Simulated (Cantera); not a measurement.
SiHCl₃ + C₂H₄ + H₂ (silicon carbide growth)

Input: 1 mol SiHCl₃, 0.6 mol C₂H₄, 59 mol H₂, held at 1300 K.

Method: chemical equilibrium by Gibbs-energy minimisation in Cantera with the NASA 1993 tables (ideal gas, pure condensed phases). Candidate condensed phases: C, C₆H₆, C₇H₈, C₈H₁₈, Si, SiC; 109 gas species. The tables' values for SiCl₃ are old estimates; treat these amounts as uncertain. Rates play no part.

| P (Pa) | x H₂ | x HCl | x CH₄ | x SiCl₄ | x SiHCl₃ | x SiCl₂ | x H | x SiCl₃ | n C(graphite) | n SiC(s) |
|---|---|---|---|---|---|---|---|---|---|---|
| 100 | 0.952 | 0.0482 | 7.12e-6 | 3.43e-8 | 3.09e-8 | 1.93e-5 | 3.41e-5 | 3.34e-7 | 0.201 | 0.999 |
| 320 | 0.952 | 0.0482 | 2.28e-5 | 1.10e-7 | 9.89e-8 | 1.93e-5 | 1.91e-5 | 5.97e-7 | 0.200 | 0.999 |
| 1000 | 0.952 | 0.0482 | 7.12e-5 | 3.43e-7 | 3.09e-7 | 1.93e-5 | 1.08e-5 | 1.06e-6 | 0.197 | 0.999 |
| 3200 | 0.952 | 0.0482 | 0.000228 | 1.10e-6 | 9.89e-7 | 1.93e-5 | 6.03e-6 | 1.89e-6 | 0.187 | 0.999 |
| 10000 | 0.951 | 0.0482 | 0.000711 | 3.44e-6 | 3.09e-6 | 1.93e-5 | 3.41e-6 | 3.34e-6 | 0.158 | 0.998 |
| 32000 | 0.949 | 0.0482 | 0.00227 | 1.11e-5 | 9.92e-6 | 1.93e-5 | 1.91e-6 | 6.00e-6 | 0.0620 | 0.997 |
| 100000 | 0.949 | 0.0478 | 0.00343 | 6.90e-5 | 6.24e-5 | 3.92e-5 | 1.08e-6 | 2.14e-5 | 0 | 0.988 |
x: gas mole fraction; n: condensed amount in mol.

From 1.00 mbar to 0.320 bar the condensed part is C(graphite) + SiC(s). At 1.00 bar the condensed part is SiC(s). The main Si-bearing gas is SiCl₂ at 1.00 mbar and SiCl₄ at 1.00 bar.
